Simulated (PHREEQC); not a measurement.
2 g of hydrous ferric oxide (600 m²/g; 0.2 weak and 0.005 strong sites per Fe, Dzombak-Morel constants, diffuse double layer) in 1 kg of water with 0.3 mol/kgw of an inert sodium salt, at 25 °C; the pH is set by adding NaOH or the inert anion's acid. O2 is buffered at 0.21 atm. No CO2 enters from the air. Precipitation was switched off in this run.

Computed with PHREEQC (ion-association model, wateq4f.dat).

Question: Predict surface charge σ (C/m²), surface potential ψ (mV) at pH = 6.5, 7.

Answer: 
```
pH   surface charge σ (C/m²)  surface potential ψ (mV)
---  -----------------------  ------------------------
6.5                    0.106                        65
7                      0.066                        46
```

The oxide is taken as insoluble; below pH 4 it would dissolve.
